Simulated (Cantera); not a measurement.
A Cantera script and its output.

```python
import numpy as np
import cantera as ct

gas = ct.Solution("gri30.yaml")
gas.TPX = 1723, 101325, {'CH4': 1, 'C2H6': 0.073, 'O2': 0.902, 'N2': 3.25}
reactor = ct.IdealGasReactor(gas, energy="on", clone=False)
net = ct.ReactorNet([reactor])
net.rtol, net.atol = 1e-08, 1e-16
show = ['CH4', 'C2H6', 'O2', 'H2O', 'H2']
times = np.geomspace(1e-06, 0.2, 15)

steps = ct.SolutionArray(gas, extra=["t"])
rows = []
print(f"{'t/s':>10s}{'T/K':>9s}{'P/Pa':>11s}" + "".join(f"{s:>11s}" for s in show))
for t in times:
    while net.time < t:
        t_next = net.step()
        steps.append(gas.state, t=t_next)
    rows.append([np.interp(t, steps.t, y) for y in (steps.T, steps.P, *steps(*show).X.T)])
    print(f"{t:10.3e}{rows[-1][0]:9.1f}{rows[-1][1]:11.4g}" + "".join(f"{x:11.3e}" for x in rows[-1][2:]))
rate = np.gradient(steps.T, steps.t)
print("integrator steps:", len(steps.t))
if steps.T.max() > steps.T[0] + 200:
    print(f"time of steepest temperature rise: {steps.t[rate.argmax()]:.4e} s")
gas.TPX = 1723, 101325, {'CH4': 1, 'C2H6': 0.073, 'O2': 0.902, 'N2': 3.25}
gas.equilibrate("UV")
print(f"equilibrium (UV): T = {gas.T:.1f} K  " + "  ".join(f"{s} {gas[s].X[0]:.3e}" for s in show))
```

It prints:

```
       t/s      T/K       P/Pa        CH4       C2H6         O2        H2O         H2
 1.000e-06   1721.1  1.012e+05  1.913e-01  1.376e-02  1.726e-01  3.746e-06  5.588e-06
 2.391e-06   1718.7  1.011e+05  1.912e-01  1.347e-02  1.725e-01  2.436e-05  2.867e-05
 5.719e-06   1713.8  1.009e+05  1.909e-01  1.279e-02  1.722e-01  1.793e-04  2.056e-04
 1.368e-05   1709.5  1.008e+05  1.885e-01  1.139e-02  1.709e-01  1.362e-03  1.591e-03
 3.270e-05   1734.9  1.031e+05  1.764e-01  8.538e-03  1.630e-01  8.816e-03  9.690e-03
 7.820e-05   2749.1  1.968e+05  2.397e-03  6.187e-07  6.583e-04  1.330e-01  1.803e-01
 1.870e-04   2729.4   2.05e+05  8.943e-06  8.873e-12  9.730e-06  8.783e-02  2.358e-01
 4.472e-04   2700.9  2.033e+05  2.085e-10  7.511e-21  1.428e-05  8.690e-02  2.343e-01
 1.069e-03   2701.0  2.033e+05  1.561e-10  4.412e-21  1.481e-05  8.705e-02  2.340e-01
 2.557e-03   2701.9  2.034e+05  1.499e-10  4.093e-21  1.495e-05  8.715e-02  2.339e-01
 6.116e-03   2702.1  2.034e+05  1.487e-10  4.035e-21  1.499e-05  8.717e-02  2.339e-01
 1.462e-02   2702.1  2.034e+05  1.487e-10  4.033e-21  1.499e-05  8.718e-02  2.339e-01
 3.497e-02   2702.1  2.034e+05  1.487e-10  4.033e-21  1.499e-05  8.718e-02  2.339e-01
 8.363e-02   2702.1  2.034e+05  1.487e-10  4.033e-21  1.499e-05  8.718e-02  2.339e-01
 2.000e-01   2702.1  2.034e+05  1.487e-10  4.033e-21  1.499e-05  8.718e-02  2.339e-01
integrator steps: 1666
time of steepest temperature rise: 7.2903e-05 s
equilibrium (UV): T = 2702.1 K  CH4 1.657e-10  C2H6 4.919e-21  O2 1.499e-05  H2O 8.718e-02  H2 2.339e-01
```

Computed with Cantera and GRI-Mech 3.0 (53 species, 325 reactions).
